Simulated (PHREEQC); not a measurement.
HCl is added in steps, without added water, to 1 kg of water holding 0.028 mol CdCl2, 0.045 mol MgSO4 and 3.3e-05 mol Na2SO4, at 85 °C. O2 is buffered at 0.21 atm. CO2 is held at log p = -2 (atm). The run lets Brucite, Hydromagnesite, Cd(OH)2, Otavite, CdOHCl, Halite, Mirabilite, Epsomite, Nahcolite, Natron precipitate or redissolve, and no other solid.

Base run: PHREEQC, ion-association model, wateq4f.dat. Each further column changes one thing. The table gives HCO3- (mol/kgw).

```json
[
 {"HCl added (mol)": "0", "base": "1.30e-5", "Davies equation for every ion": "1.35e-5", "Debye-Hückel limiting law": "[?]", "database phreeqc.dat": "1.30e-5", "all activity coefficients set to 1": "8.63e-6"},
 {"HCl added (mol)": "0.0011", "base": "2.47e-7", "Davies equation for every ion": "2.63e-7", "Debye-Hückel limiting law": "3.77e-7", "database phreeqc.dat": "2.46e-7", "all activity coefficients set to 1": "1.32e-7"},
 {"HCl added (mol)": "0.00165", "base": "1.64e-7", "Davies equation for every ion": "1.74e-7", "Debye-Hückel limiting law": "[?]", "database phreeqc.dat": "1.63e-7", "all activity coefficients set to 1": "8.70e-8"},
 {"HCl added (mol)": "0.00275", "base": "9.68e-8", "Davies equation for every ion": "1.03e-7", "Debye-Hückel limiting law": "1.49e-7", "database phreeqc.dat": "9.64e-8", "all activity coefficients set to 1": "5.11e-8"},
 {"HCl added (mol)": "0.00385", "base": "6.82e-8", "Davies equation for every ion": "7.27e-8", "Debye-Hückel limiting law": "1.06e-7", "database phreeqc.dat": "6.79e-8", "all activity coefficients set to 1": "[?]"},
 {"HCl added (mol)": "0.0044", "base": "5.92e-8", "Davies equation for every ion": "6.32e-8", "Debye-Hückel limiting law": "9.21e-8", "database phreeqc.dat": "5.90e-8", "all activity coefficients set to 1": "3.09e-8"},
 {"HCl added (mol)": "0.0055", "base": "4.67e-8", "Davies equation for every ion": "4.99e-8", "Debye-Hückel limiting law": "7.31e-8", "database phreeqc.dat": "4.65e-8", "all activity coefficients set to 1": "2.42e-8"},
 {"HCl added (mol)": "0.0066", "base": "3.84e-8", "Davies equation for every ion": "4.10e-8", "Debye-Hückel limiting law": "[?]", "database phreeqc.dat": "3.83e-8", "all activity coefficients set to 1": "1.98e-8"},
 {"HCl added (mol)": "0.00715", "base": "3.52e-8", "Davies equation for every ion": "3.76e-8", "Debye-Hückel limiting law": "[?]", "database phreeqc.dat": "3.51e-8", "all activity coefficients set to 1": "1.81e-8"},
 {"HCl added (mol)": "0.00825", "base": "3.01e-8", "Davies equation for every ion": "3.22e-8", "Debye-Hückel limiting law": "4.78e-8", "database phreeqc.dat": "3.00e-8", "all activity coefficients set to 1": "[?]"},
 {"HCl added (mol)": "0.00935", "base": "2.62e-8", "Davies equation for every ion": "2.81e-8", "Debye-Hückel limiting law": "[?]", "database phreeqc.dat": "2.61e-8", "all activity coefficients set to 1": "1.33e-8"},
 {"HCl added (mol)": "0.0099", "base": "2.46e-8", "Davies equation for every ion": "2.64e-8", "Debye-Hückel limiting law": "3.94e-8", "database phreeqc.dat": "2.45e-8", "all activity coefficients set to 1": "1.25e-8"},
 {"HCl added (mol)": "0.011", "base": "2.19e-8", "Davies equation for every ion": "2.34e-8", "Debye-Hückel limiting law": "3.52e-8", "database phreeqc.dat": "2.18e-8", "all activity coefficients set to 1": "1.10e-8"}
]
```

**Question.** Complete the blanks.

**Answer.** 
- 0, Debye-Hückel limiting law: 1.76e-5
- 0.00165, Debye-Hückel limiting law: 2.51e-7
- 0.00385, all activity coefficients set to 1: 3.57e-8
- 0.0066, Debye-Hückel limiting law: 6.05e-8
- 0.00715, Debye-Hückel limiting law: 5.56e-8
- 0.00825, all activity coefficients set to 1: 1.54e-8
- 0.00935, Debye-Hückel limiting law: 4.19e-8

At this temperature some constants are extrapolated from 25 °C, and those without enthalpy data are left unchanged. phreeqc.dat and wateq4f.dat share most of their constants, so their agreement is no independent check. Solids allowed in the column 'database phreeqc.dat': Halite, Cd(OH)2, Otavite.
